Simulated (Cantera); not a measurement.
A perfectly stirred reactor is fed with 87.0 % NO, 13.0 % N₂, at 1.90 bar; it is held at 2075 K, and followed from long to short residence time.

Detailed kinetics in Cantera: GRI-Mech 3.0 (53 species, 325 reactions).

x: mole fraction; the columns are a selection and need not sum to one.

| τ (s) | x NO | x O₂ | x NO₂ | x N₂ | x N₂O |
|---|---|---|---|---|---|
| 3.6 | 0.0763 | 0.396 | 0.000221 | 0.527 | (withheld) |
| 2.0 | 0.109 | 0.380 | 0.000308 | 0.511 | (withheld) |
| 1.1 | 0.157 | 0.356 | 0.000429 | 0.487 | (withheld) |
| 0.58 | 0.229 | 0.320 | 0.000595 | 0.451 | (withheld) |
| 0.31 | 0.322 | 0.273 | 0.000776 | 0.404 | (withheld) |
| 0.17 | 0.427 | 0.220 | 0.000930 | 0.351 | (withheld) |
| 0.092 | 0.541 | 0.163 | 0.00102 | 0.295 | (withheld) |
| 0.050 | 0.644 | 0.112 | 0.00103 | 0.243 | (withheld) |
| 0.027 | 0.727 | 0.0703 | 0.000950 | 0.201 | (withheld) |
| 0.015 | 0.783 | 0.0424 | 0.000841 | 0.173 | (withheld) |
| 0.0079 | 0.821 | 0.0233 | 0.000722 | 0.154 | (withheld) |

**Question.** Some entries are withheld; supply them.

**Answer.** 
- 3.6, x N₂O: 3.24e-6
- 2.0, x N₂O: 5.93e-6
- 1.1, x N₂O: 1.17e-5
- 0.58, x N₂O: 2.44e-5
- 0.31, x N₂O: 4.81e-5
- 0.17, x N₂O: 8.55e-5
- 0.092, x N₂O: 0.000138
- 0.050, x N₂O: 0.000199
- 0.027, x N₂O: 0.000257
- 0.015, x N₂O: 0.000301
- 0.0079, x N₂O: 0.000332
